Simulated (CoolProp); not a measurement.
Vapour-liquid equilibrium of propylene (1) + R22 (2) at 0.0256 MPa; x and y are mole fractions of (1).

Model: multi-fluid Helmholtz-energy mixture model, Lemmon 2013 and Kamei 1995; pair parameters Bell 2016, in CoolProp.

```json
[
 {"x": "0.05", "bubble temperature (°C)": "-67.6", "y at the bubble point": "0.112", "dew temperature at overall composition x (°C)": "-66.9", "liquid density (mol/L)": "17.04"},
 {"x": "0.2", "bubble temperature (°C)": "-70.0", "y at the bubble point": "0.346", "dew temperature at overall composition x (°C)": "-68.5", "liquid density (mol/L)": "16.75"},
 {"x": "0.35", "bubble temperature (°C)": "-71.5", "y at the bubble point": "0.497", "dew temperature at overall composition x (°C)": "-70.1", "liquid density (mol/L)": "16.45"},
 {"x": "0.5", "bubble temperature (°C)": "-72.6", "y at the bubble point": "0.613", "dew temperature at overall composition x (°C)": "-71.6", "liquid density (mol/L)": "16.15"},
 {"x": "0.65", "bubble temperature (°C)": "-73.3", "y at the bubble point": "0.717", "dew temperature at overall composition x (°C)": "-72.8", "liquid density (mol/L)": "15.87"},
 {"x": "0.8", "bubble temperature (°C)": "-73.7", "y at the bubble point": "0.825", "dew temperature at overall composition x (°C)": "-73.6", "liquid density (mol/L)": "15.59"},
 {"x": "0.95", "bubble temperature (°C)": "-73.9", "y at the bubble point": "0.950", "dew temperature at overall composition x (°C)": "-73.9", "liquid density (mol/L)": "15.33"}
]
```

No azeotrope shows between x = 0.05 and 0.95.

Pair parameters are fitted to limited data, so mixtures are less certain than the pure fluids.
